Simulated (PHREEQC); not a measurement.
0.051 g of hydrous ferric oxide (600 m²/g; 0.2 weak and 0.005 strong sites per Fe, Dzombak-Morel constants, diffuse double layer) in 1 kg of water with 0.005 mol/kgw of an inert sodium salt and 1e-05 mol CaCl2 and 3.3e-07 mol Ag2SO4, at 25 °C; the pH is set by adding NaOH or the inert anion's acid. Oxygen is held at 0.21 atm. The system is closed to CO2. No solid was allowed to form.

Computed with PHREEQC (ion-association model, wateq4f.dat).

| pH | Ca sorbed (%) | S sorbed (%) | Ag sorbed (%) | surface charge σ (C/m²) |
|---|---|---|---|---|
| 3 | 0.0 | 100.0 | 0.0 | 0.301 |
| 3.75 | 0.0 | 100.0 | 0.0 | 0.211 |
| 4.12 | 0.0 | 99.9 | 0.0 | 0.168 |
| 4.88 | 0.0 | 99.2 | 0.2 | 0.098 |
| 5.25 | 0.0 | 97.6 | 0.6 | 0.073 |
| 6 | 0.0 | 74.5 | 3.6 | 0.037 |
| 6.75 | 0.0 | 13.1 | 17.0 | 0.017 |
| 7.12 | 0.2 | 3.1 | 31.6 | 0.011 |
| 7.88 | 4.0 | 0.1 | 67.6 | 0.002 |
| 8.25 | 11.9 | 0.0 | 76.5 | -0.001 |
| 9 | 47.0 | 0.0 | 78.9 | -0.008 |

The oxide is taken as insoluble; below pH 4 it would dissolve.
